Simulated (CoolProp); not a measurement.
Saturation properties of octamethylcyclotetrasiloxane (D4) (Tc = 313.4 °C, pc = 1347 kPa, ω = 0.598).

Values from CoolProp's reference Helmholtz-energy equation of state, Thol 2015.

```
T (°C)  p (kPa)  enthalpy of vaporisation (kJ/kg)  vapour Z  surface tension (mN/m)
------  -------  --------------------------------  --------  ----------------------
100.25    8.831                             158.6    0.9877                    12.5
117.75    17.38                             152.4    0.9793                    11.3
135.15    31.61                             146.2    0.9674                    10.1
152.65    54.11                             139.8    0.9515                    8.90
170.05    87.49                             133.1    0.9309                    7.75
187.45    135.1                             126.1    0.9050                    6.63
204.95    201.2                             118.6    0.8730                    5.53
222.35    289.0                             110.5    0.8343                    4.48
239.85    404.4                             101.5    0.7872                    3.46
257.25    551.4                             91.14    0.7301                    2.50
```

It boils at 175.7 °C under 1 atm.

Surface tension comes from a separate correlation (Mulero 2014), older than this fluid's equation and unchecked against measurements.
